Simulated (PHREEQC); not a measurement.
Consider water at 20 °C with 110 mmol/kgw Na3PO4. Closed to the air; pH follows from the charge balance.

Model: ion-association model, phreeqc.dat, run in PHREEQC.

Q: The ionic strength comes out as 0.625 mol/kgw. What activity coefficients do HPO4-2, PO4-3, NaHPO4-, Na+, OH- get?

A: HPO4-2 0.20, PO4-3 0.017, NaHPO4- 0.68, Na+ 0.72, OH- 0.62.

No solid was allowed to form.
